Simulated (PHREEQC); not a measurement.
**Brine (model solution)**

Make-up at 20 °C: 1.3 mol/kgw MgCl2 and 0.86 mol/kgw FeCl2. It is in equilibrium with CO2 at log p = -3.4 (atm). Otherwise closed; pH follows from the charge balance.

Model: Pitzer model, pitzer.dat, run in PHREEQC.

Each row changes one thing in this solution. No solid was allowed to form.

```csv
case,pH,HCO3- (mol/kgw),MgOH+ (mol/kgw),MgCO3 (mol/kgw),SI of Magnesite (MgCO3),SI of Bischofite (MgCl2:6H2O)
as made,4.86,2.46e-6,3.10e-7,4.90e-9,-3.39,-3.57
MgCl2 from 1.3 to 1.17 mol/kgw,4.91,2.63e-6,2.50e-7,4.34e-9,-3.44,-3.75
FeCl2 from 0.86 to 0.774 mol/kgw,4.89,2.50e-6,2.87e-7,4.90e-9,-3.39,-3.65
FeCl2 left out,5.17,2.73e-6,1.54e-7,5.35e-9,-3.35,-4.44
0.17 mol/kgw Na2SO4 added,4.91,2.84e-6,3.91e-7,6.29e-9,-3.28,-3.56
```

In brines, pH and single-ion activities rest on the MacInnes convention.
